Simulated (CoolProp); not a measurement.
Nitrous oxide along the isotherm 52.05 °C: fugacity coefficient from the reference equation and from simpler models built on Tc = 36.4 °C, pc = 7245 kPa, ω = 0.161; each cubic takes its own stable root.

Values from CoolProp's reference Helmholtz-energy equation of state, Lemmon 2006. It is a short technical equation, of lower accuracy than the large ones.

```csv
p (kPa),phase,reference
1510,gas,0.9392
3020,gas,0.8798
4530,gas,0.8216
6040,gas,0.7639
7550,supercritical,0.7060
9060,supercritical,0.6461
10600,supercritical,0.5842
12100,supercritical,0.5332
13600,supercritical,0.4922
15100,supercritical,0.4591
16600,supercritical,0.4319
18100,supercritical,0.4092
```

**Question.** How far does each simpler model (van der Waals, Redlich-Kwong, Soave-Redlich-Kwong) lie from the reference over these 12 states: mean and median of the absolute difference, and the worst?

**Answer.** 
- van der Waals: mean 3.6 %, median 2.7 %, worst +8.2 % at 52.05 °C and 18100 kPa
- Redlich-Kwong: mean 0.8 %, median 0.2 %, worst +2.7 % at 52.05 °C and 18100 kPa
- Soave-Redlich-Kwong: mean 2.0 %, median 1.5 %, worst +4.9 % at 52.05 °C and 18100 kPa
